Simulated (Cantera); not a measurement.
What does this Cantera script print?

```python
import numpy as np
import cantera as ct

gas_names = """
    AL ALBr ALBr3 ALH AL2 AL2Br6 Br Br2 H HBr H2
""".split()
cond_names = """
    AL(cr) AL(L) ALBr3(s) ALBr3(L) Br2(cr) Br2(L)
""".split()


# ... load() reads the species with a 1 bar reference pressure and builds the phases ...
atoms = {
    'Al': {'AL': 1},
    'HBr': {'H': 1, 'Br': 1},
    'H2': {'H': 2},
}
top_T = {}  # K; cautious upper limits of use, not melting points


# ... equilibrate(T, P, feed) seeds the gas with the atoms and calls Mixture.equilibrate('TP', solver="vcs", rtol=1e-11, max_steps=5000) ...
results = []
T = 475  # K
P = 13332.2  # Pa
for m in [1.3, 1.8, 2.4, 3.2, 4.4, 5.9, 8]:
    feed = {'Al': 1, 'HBr': m, 'H2': 1.8}  # mol
    mix = equilibrate(T, P, feed)
    results.append((T, P, feed, dict(zip(mix.species_names, mix.species_moles))))
    x = sorted(zip(gas.X, gas.species_names), reverse=True)
    print(f"T = {T:g} K  P = {P:g} Pa  n(HBr) = {m:g} mol  gas = {mix.phase_moles(0):.4g} mol")
    print("   x: " + "  ".join(f"{s} {v:.3e}" for v, s in x if v > 0.0001))
    print("   condensed (mol): " + ("  ".join(f"{mix.phase(i).name} {mix.phase_moles(i):.4g}"
          for i in range(1, mix.n_phases) if mix.phase_moles(i) > 1e-12) or "none"))
```

Result:

```
T = 475 K  P = 13332.2 Pa  n(HBr) = 1.3 mol  gas = 2.67 mol
   x: H2 9.176e-01  AL2Br6 7.985e-02  ALBr3 2.589e-03
   condensed (mol): AL(cr) 0.5667
T = 475 K  P = 13332.2 Pa  n(HBr) = 1.8 mol  gas = 3.004 mol
   x: H2 8.987e-01  AL2Br6 9.842e-02  ALBr3 2.874e-03
   condensed (mol): AL(cr) 0.4
T = 475 K  P = 13332.2 Pa  n(HBr) = 2.4 mol  gas = 3.405 mol
   x: H2 8.810e-01  AL2Br6 1.159e-01  ALBr3 3.119e-03
   condensed (mol): AL(cr) 0.2
T = 475 K  P = 13332.2 Pa  n(HBr) = 3.2 mol  gas = 4.006 mol
   x: H2 8.237e-01  AL2Br6 1.232e-01  HBr 4.992e-02  ALBr3 3.215e-03
   condensed (mol): none
T = 475 K  P = 13332.2 Pa  n(HBr) = 4.4 mol  gas = 5.207 mol
   x: H2 6.337e-01  HBr 2.689e-01  AL2Br6 9.461e-02  ALBr3 2.818e-03
   condensed (mol): none
T = 475 K  P = 13332.2 Pa  n(HBr) = 5.9 mol  gas = 6.708 mol
   x: H2 4.919e-01  HBr 4.323e-01  AL2Br6 7.329e-02  ALBr3 2.480e-03
   condensed (mol): none
T = 475 K  P = 13332.2 Pa  n(HBr) = 8 mol  gas = 8.81 mol
   x: HBr 5.676e-01  H2 3.746e-01  AL2Br6 5.568e-02  ALBr3 2.162e-03
   condensed (mol): none
```

Equilibrium computed with Cantera from the NASA thermochemical tables; the gas is ideal and each condensed phase is pure.
